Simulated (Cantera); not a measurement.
**Reactions in the system Cl-Cs-H**

Cantera with NASA thermochemical tables; ideal gases at 1 bar, condensed phases pure. Values are per mole of reaction as written; species without (g) are pure solids or liquids, kept so even where they would boil at 1 bar.

2 Cs(g) + 2 HCl(g) = H₂(g) + 2 CsCl

```tsv
T (K)	ΔH° (kJ)	ΔS° (J/K)	ΔG° (kJ)	log10 K	condensed phases
300	-854.0	-391.7	-736.5	128.23	CsCl(s)
1200	-763.3	-275.8	-432.4	18.82	CsCl(l)
1350	-751.4	-266.4	-391.7	15.16	CsCl(l)
1500	-739.6	-258.1	-352.4	12.27	CsCl(l)
1650	-727.9	-250.7	-314.3	9.95	CsCl(l)
1800	-716.3	-244.0	-277.2	8.04	CsCl(l)
1950	-704.9	-237.9	-241.0	6.46	CsCl(l)
```
